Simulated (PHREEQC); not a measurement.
Make-up at 65 °C: 62 mmol/kgw H2SO4, 57 mmol/kgw MnSO4 and 74 mmol/kgw Na2SO4. Closed to the air; pH follows from the charge balance.

Model: ion-association model, phreeqc.dat, run in PHREEQC.

No solid was allowed to form.

Order these S species by the share of S that they hold, largest first: MnSO4, SO4-2, NaSO4-, HSO4-.

HSO4- (50 %), SO4-2 (29 %), MnSO4 (15 %), NaSO4- (5.7 %)

The pH is 1.68 and the ionic strength 0.302 mol/kgw. Complexes and solids missing from the database can't appear. At this temperature some constants are extrapolated from 25 °C, and those without enthalpy data are left unchanged.
